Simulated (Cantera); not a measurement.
## Ta₂O₅ + C + H₂ (carbothermic reduction)

Feed: 1 mol Ta₂O₅, 1.3 mol C, 0.17 mol H₂, at 0.100 bar.

Method: chemical equilibrium by Gibbs-energy minimisation in Cantera with the NASA 1993 tables (ideal gas, pure condensed phases). Candidate condensed phases: C, C₆H₆, C₇H₈, C₈H₁₈, H₂O, Ta, TaC, Ta₂O₅; 113 gas species. Mutual solubility and eutectic melting of coexisting phases are not modelled. TaC: taken at fixed stoichiometry. Condensed phases not in the tables: Ta₂C. The numbers say what is thermodynamically allowed, not how fast it happens.

From 875 K to 925 K the condensed part is C(graphite) + Ta₂O₅(s). From 975 K to 1225 K the condensed part is C(graphite) + TaC(s) + Ta₂O₅(s). From 1275 K to 1375 K the condensed part is TaC(s) + Ta₂O₅(s).

| T (K) | x H₂ | x CO | x CH₄ | x CO₂ | x H₂O | x H | n C(graphite) | n Ta₂O₅(s) | n TaC(s) |
|---|---|---|---|---|---|---|---|---|---|
| 875 | 0.960 | 7.37e-5 | 0.0402 | 5.84e-9 | 2.88e-5 | 1.55e-10 | 1.29 | 1.000 | 0 |
| 925 | 0.978 | 0.000430 | 0.0217 | 5.55e-8 | 6.25e-5 | 8.14e-10 | 1.30 | 1.000 | 0 |
| 975 | 0.986 | 0.00208 | 0.0122 | 4.17e-7 | 0.000123 | 3.59e-9 | 1.30 | 1.000 | 0.000149 |
| 1025 | 0.984 | 0.00862 | 0.00712 | 2.56e-6 | 0.000225 | 1.37e-8 | 1.30 | 1.000 | 0.000603 |
| 1075 | 0.964 | 0.0312 | 0.00419 | 1.32e-5 | 0.000380 | 4.56e-8 | 1.29 | 0.999 | 0.00221 |
| 1125 | 0.897 | 0.100 | 0.00232 | 5.86e-5 | 0.000578 | 1.33e-7 | 1.27 | 0.996 | 0.00760 |
| 1175 | 0.708 | 0.290 | 0.000959 | 0.000228 | 0.000712 | 3.26e-7 | 1.20 | 0.986 | 0.0279 |
| 1225 | 0.229 | 0.770 | 6.87e-5 | 0.000794 | 0.000346 | 4.71e-7 | 0.500 | 0.886 | 0.229 |
| 1275 | 0.155 | 0.844 | 1.25e-5 | 0.000887 | 0.000270 | 9.16e-7 | 0 | 0.814 | 0.372 |
| 1325 | 0.154 | 0.844 | 5.00e-6 | 0.000881 | 0.000301 | 2.03e-6 | 0 | 0.814 | 0.372 |
| 1375 | 0.154 | 0.844 | 2.15e-6 | 0.000876 | 0.000331 | 4.26e-6 | 0 | 0.814 | 0.372 |
x: gas mole fraction; n: condensed amount in mol.
